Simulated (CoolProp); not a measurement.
Vapour-liquid equilibrium of CH2F2 (R32) (1) + R152A (2) at -80.25 °C; x and y are mole fractions of (1).

Computed with CoolProp (multi-fluid Helmholtz-energy mixture model, Tillner-Roth 1997 and Outcalt 1996; pair parameters Bell 2016).

```
x      bubble pressure, mixture model (kPa)  bubble pressure, Raoult's law (kPa)  y, mixture model  y, Raoult's law
-----  ------------------------------------  -----------------------------------  ----------------  ---------------
0.05                                  4.358                                4.260             0.232            0.215
0.125                                 5.581                                5.371             0.446            0.427
0.2                                   6.766                                6.482             0.580            0.566
0.275                                 7.918                                7.592             0.673            0.664
0.35                                  9.043                                8.703             0.742            0.737
0.425                                 10.14                                9.814             0.794            0.794
0.5                                   11.23                                10.92             0.837            0.839
0.575                                 12.30                                12.04             0.872            0.876
0.65                                  13.36                                13.15             0.902            0.906
0.725                                 14.42                                14.26             0.927            0.932
0.8                                   15.48                                15.37             0.950            0.954
0.875                                 16.54                                16.48             0.970            0.973
0.95                                  17.61                                17.59             0.989            0.990
```

The largest gap from Raoult's law is +4.4 % in bubble pressure, at x = 0.2. No azeotrope shows between x = 0.05 and 0.95.

The pair parameters rest on a limited set of measurements; away from them the model extrapolates.
